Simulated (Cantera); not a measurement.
Input (Python, Cantera) and output of one run.

```python
import numpy as np
import cantera as ct

gas_names = """
    F FO FO2 F2 F2O Mg MgF MgF2 MgO Mg2 Mg2F4 O O2 O3
""".split()
cond_names = """
    Mg(cr) Mg(L) MgF2(s) MgF2(L) MgO(s) MgO(L)
""".split()


# ... load() reads the species with a 1 bar reference pressure and builds the phases ...
atoms = {
    'MgO': {'Mg': 1, 'O': 1},
    'F2': {'F': 2},
    'O2': {'O': 2},
}
top_T = {}  # K; cautious upper limits of use, not melting points


# ... equilibrate(T, P, feed) seeds the gas with the atoms and calls Mixture.equilibrate('TP', solver="vcs", rtol=1e-11, max_steps=5000) ...
results = []
feed = {'MgO': 1, 'F2': 4.8, 'O2': 0.078}  # mol
for P in [1, 3.6, 13, 46, 170, 600, 2200, 7700, 28000, 100000]:
    for T in [675, 825, 975, 1125, 1275, 1425, 1575, 1725, 1875]:
        mix = equilibrate(T, P, feed)
        results.append((T, P, feed, dict(zip(mix.species_names, mix.species_moles))))

for T, P, feed, n in results:
    print(f"{T:7g} {P:10.4g}  " + (" + ".join(c for c in cond_names if n.get(c, 0) > 1e-12) or "gas only"))
```

Output:

```
    675          1  MgF2(s)
    825          1  MgF2(s)
    975          1  MgF2(s)
   1125          1  MgF2(s)
   1275          1  MgF2(s)
   1425          1  gas only
   1575          1  gas only
   1725          1  gas only
   1875          1  gas only
    675        3.6  MgF2(s)
    825        3.6  MgF2(s)
    975        3.6  MgF2(s)
   1125        3.6  MgF2(s)
   1275        3.6  MgF2(s)
   1425        3.6  gas only
   1575        3.6  gas only
   1725        3.6  gas only
   1875        3.6  gas only
    675         13  MgF2(s)
    825         13  MgF2(s)
    975         13  MgF2(s)
   1125         13  MgF2(s)
   1275         13  MgF2(s)
   1425         13  MgF2(s)
   1575         13  gas only
   1725         13  gas only
   1875         13  gas only
    675         46  MgF2(s)
    825         46  MgF2(s)
    975         46  MgF2(s)
   1125         46  MgF2(s)
   1275         46  MgF2(s)
   1425         46  MgF2(s)
   1575         46  gas only
   1725         46  gas only
   1875         46  gas only
    675        170  MgF2(s)
    825        170  MgF2(s)
    975        170  MgF2(s)
   1125        170  MgF2(s)
   1275        170  MgF2(s)
   1425        170  MgF2(s)
   1575        170  gas only
   1725        170  gas only
   1875        170  gas only
    675        600  MgF2(s)
    825        600  MgF2(s)
    975        600  MgF2(s)
   1125        600  MgF2(s)
   1275        600  MgF2(s)
   1425        600  MgF2(s)
   1575        600  MgF2(L)
   1725        600  gas only
   1875        600  gas only
    675       2200  MgF2(s)
    825       2200  MgF2(s)
    975       2200  MgF2(s)
   1125       2200  MgF2(s)
   1275       2200  MgF2(s)
   1425       2200  MgF2(s)
   1575       2200  MgF2(L)
   1725       2200  MgF2(L)
   1875       2200  gas only
    675       7700  MgF2(s)
    825       7700  MgF2(s)
    975       7700  MgF2(s)
   1125       7700  MgF2(s)
   1275       7700  MgF2(s)
   1425       7700  MgF2(s)
   1575       7700  MgF2(L)
   1725       7700  MgF2(L)
   1875       7700  MgF2(L)
    675    2.8e+04  MgF2(s)
    825    2.8e+04  MgF2(s)
    975    2.8e+04  MgF2(s)
   1125    2.8e+04  MgF2(s)
   1275    2.8e+04  MgF2(s)
   1425    2.8e+04  MgF2(s)
   1575    2.8e+04  MgF2(L)
   1725    2.8e+04  MgF2(L)
   1875    2.8e+04  MgF2(L)
    675      1e+05  MgF2(s)
    825      1e+05  MgF2(s)
    975      1e+05  MgF2(s)
   1125      1e+05  MgF2(s)
   1275      1e+05  MgF2(s)
   1425      1e+05  MgF2(s)
   1575      1e+05  MgF2(L)
   1725      1e+05  MgF2(L)
   1875      1e+05  MgF2(L)
```

These are equilibrium values from Cantera (NASA tables, ideal gas, pure condensed phases), not measurements of a reactor.
